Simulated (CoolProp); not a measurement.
Vapour-liquid equilibrium of R125 (1) + dimethyl ether (2) at 2.93 bar; x and y are mole fractions of (1).

Model: multi-fluid Helmholtz-energy mixture model, Lemmon 2005 and Wu 2011; pair parameters Bell 2016, in CoolProp.

| x | bubble temperature, mixture model (K) | bubble temperature, Raoult's law (K) | y, mixture model | y, Raoult's law |
|---|---|---|---|---|
| 0.05 | 275.1 | 273.8 | 0.072 | 0.117 |
| 0.15 | 273.5 | 269.9 | 0.216 | 0.310 |
| 0.25 | 271.6 | 266.5 | 0.359 | 0.462 |
| 0.35 | 269.3 | 263.5 | 0.498 | 0.584 |
| 0.45 | 266.6 | 260.8 | 0.627 | 0.683 |
| 0.55 | 263.6 | 258.3 | 0.742 | 0.765 |
| 0.65 | 260.3 | 256.0 | 0.837 | 0.833 |
| 0.75 | 256.9 | 254.0 | 0.909 | 0.890 |
| 0.85 | 253.6 | 252.1 | 0.959 | 0.939 |
| 0.95 | 250.7 | 250.3 | 0.990 | 0.981 |

The largest gap from Raoult's law is +5.8 K in bubble temperature, at x = 0.45. No azeotrope shows between x = 0.05 and 0.95.

The pair parameters rest on a limited set of measurements; away from them the model extrapolates.
